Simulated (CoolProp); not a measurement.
R123 at 350.01 K and 0.331 MPa is compressed adiabatically to 1.4 MPa with isentropic efficiency 0.9. Each further row changes one setting.

The numbers come from the reference Helmholtz-energy equation of state, Younglove 1994 in CoolProp. It is a modified Benedict-Webb-Rubin equation, recast in Helmholtz form.

| case | work (kJ/kg) | final temperature (K) | final density (kg/m³) |
|---|---|---|---|
| as stated | 27.5 | 404.8 | 85.0 |
| efficiency 1 | 24.7 | 402.1 | 86.6 |
| efficiency 0.65 | 38.0 | 415.7 | 79.5 |
